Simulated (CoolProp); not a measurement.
A simple Rankine cycle with chloromethane (R40): condensing at 312.15 K, boiler at 3.28 MPa, turbine inlet 413.7 K, turbine efficiency 0.9, pump efficiency 0.8, no recuperator. Each further row changes one setting.

Computed with CoolProp (reference Helmholtz-energy equation of state, Thol 2014).

| case | thermal efficiency (%) | net work (kJ/kg) | heat in (kJ/kg) | turbine exit temperature (K) | volume ratio over the turbine |
|---|---|---|---|---|---|
| as stated | 13.5 | … | 421 | 319.8 | 3.29 |
| turbine inlet 433.7 K | 13.9 | 62.3 | 448 | 339.0 | 3.27 |
| condensing temperature 304.15 K | 15.0 | 65.1 | … | 306.8 | 3.96 |
| boiler pressure 2.3 MPa | … | 46.9 | 439 | 345.6 | … |
| turbine efficiency 0.8 | 11.9 | … | 421 | 325.9 | 3.39 |

Complete the blanks.


- as stated, net work (kJ/kg): 56.7
- condensing temperature 304.15 K, heat in (kJ/kg): 434
- boiler pressure 2.3 MPa, thermal efficiency (%): 10.7
- boiler pressure 2.3 MPa, volume ratio over the turbine: 2.38
- turbine efficiency 0.8, net work (kJ/kg): 50.0
